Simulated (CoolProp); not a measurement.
Vapour-liquid equilibrium of CH2F2 (R32) (1) + R134a (2) at 279.4 K; x and y are mole fractions of (1).

Model: multi-fluid Helmholtz-energy mixture model, Tillner-Roth 1997 and Tillner-Roth 1994; pair parameters Lemmon 2004, in CoolProp.

```tsv
x	bubble pressure, mixture model (kPa)	bubble pressure, Raoult's law (kPa)	y, mixture model	y, Raoult's law
0.05	396.0	396.3	0.115	0.125
0.125	441.9	443.1	0.259	0.279
0.2	487.4	489.8	0.376	0.404
0.275	532.7	536.6	0.475	0.507
0.35	578.0	583.4	0.559	0.593
0.425	623.4	630.1	0.632	0.667
0.5	669.0	676.9	0.697	0.730
0.575	715.0	723.6	0.755	0.786
0.65	761.6	770.4	0.807	0.834
0.725	808.8	817.2	0.855	0.877
0.8	856.8	863.9	0.899	0.915
0.875	905.6	910.7	0.939	0.950
0.95	955.2	957.5	0.977	0.981
```

The largest gap from Raoult's law is -1.2 % in bubble pressure, at x = 0.575. No azeotrope shows between x = 0.05 and 0.95.

The pair parameters rest on a limited set of measurements; away from them the model extrapolates.
